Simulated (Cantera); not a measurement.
An isothermal, constant-pressure homogeneous reactor starts with 56.8 % NH3, 43.2 % N2, at 1575 K and 0.132 atm.

Model: the gas-phase N/H chemistry of the illustrative SiF4/NH3 mechanism in the Surface Chemkin manual (1991), integrated in Cantera. Walls and surfaces, which speed up NH3 decomposition in real reactors, are not modelled.

x: mole fraction; the columns are a selection and need not sum to one.

```json
[
 {"t (s)": "2.00e-5", "x NH3": "0.568", "x N": "<1e-12", "x N2": "0.432", "x H2": "4.00e-8", "x N2H4": "<1e-12", "x H": "3.47e-9"},
 {"t (s)": "5.97e-5", "x NH3": "0.568", "x N": "<1e-12", "x N2": "0.432", "x H2": "1.26e-7", "x N2H4": "<1e-12", "x H": "3.47e-9"},
 {"t (s)": "0.000178", "x NH3": "0.568", "x N": "<1e-12", "x N2": "0.432", "x H2": "3.84e-7", "x N2H4": "2.32e-12", "x H": "3.48e-9"},
 {"t (s)": "0.000532", "x NH3": "0.568", "x N": "<1e-12", "x N2": "0.432", "x H2": "1.15e-6", "x N2H4": "2.52e-11", "x H": "3.48e-9"},
 {"t (s)": "0.00159", "x NH3": "0.568", "x N": "<1e-12", "x N2": "0.432", "x H2": "3.48e-6", "x N2H4": "2.40e-10", "x H": "3.56e-9"},
 {"t (s)": "0.00475", "x NH3": "0.568", "x N": "4.32e-12", "x N2": "0.432", "x H2": "[?]", "x N2H4": "[?]", "x H": "[?]"},
 {"t (s)": "0.0142", "x NH3": "0.568", "x N": "3.11e-11", "x N2": "0.432", "x H2": "5.91e-5", "x N2H4": "1.70e-8", "x H": "1.24e-8"},
 {"t (s)": "0.0423", "x NH3": "0.568", "x N": "1.79e-10", "x N2": "0.432", "x H2": "0.000463", "x N2H4": "4.54e-8", "x H": "5.34e-8"},
 {"t (s)": "0.126", "x NH3": "0.566", "x N": "5.57e-10", "x N2": "0.432", "x H2": "0.00197", "x N2H4": "4.62e-8", "x H": "1.62e-7"},
 {"t (s)": "0.377", "x NH3": "0.561", "x N": "[?]", "x N2": "0.432", "x H2": "[?]", "x N2H4": "4.46e-8", "x H": "[?]"},
 {"t (s)": "1.13", "x NH3": "0.548", "x N": "4.50e-9", "x N2": "0.433", "x H2": "0.0195", "x N2H4": "4.11e-8", "x H": "1.38e-6"},
 {"t (s)": "3.36", "x NH3": "0.510", "x N": "8.93e-9", "x N2": "0.434", "x H2": "0.0555", "x N2H4": "3.52e-8", "x H": "3.85e-6"},
 {"t (s)": "10.0", "x NH3": "0.420", "x N": "1.22e-8", "x N2": "0.438", "x H2": "0.141", "x N2H4": "2.55e-8", "x H": "1.01e-5"},
 {"t (s)": "30.0", "x NH3": "0.265", "x N": "1.26e-8", "x N2": "0.445", "x H2": "0.290", "x N2H4": "1.26e-8", "x H": "2.31e-5"}
]
```

Task: What belongs in the gaps?

Result: 
- 0.00475, x H2: 1.14e-5
- 0.00475, x N2H4: 2.16e-9
- 0.00475, x H: 4.40e-9
- 0.377, x N: 1.67e-9
- 0.377, x H2: 0.00645
- 0.377, x H: 4.76e-7
